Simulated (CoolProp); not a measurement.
Properties of CH2F2 (R32) along the isobar 3.12 MPa (Tc = 351.3 K, pc = 5.783 MPa, ω = 0.277).

Model: reference Helmholtz-energy equation of state, Tillner-Roth 1997, in CoolProp.

```csv
T (K),phase,cv (kJ/(kg K)),expansivity (1/kK)
202.9,liquid,0.9551,2.040
218.3,liquid,0.9435,2.188
233.8,liquid,0.9364,2.376
249.3,liquid,0.9338,2.622
264.8,liquid,0.9355,2.954
280.2,liquid,0.9415,3.429
295.7,liquid,0.9529,4.188
311.2,liquid,0.9730,5.637
326.7,gas,1.032,13.47
342.1,gas,0.9379,8.421
357.6,gas,0.9048,6.400
373.1,gas,0.8942,5.268
388.6,gas,0.8952,4.532
404,gas,0.9031,4.013
419.5,gas,0.9155,3.619
435,gas,0.9307,3.311
```
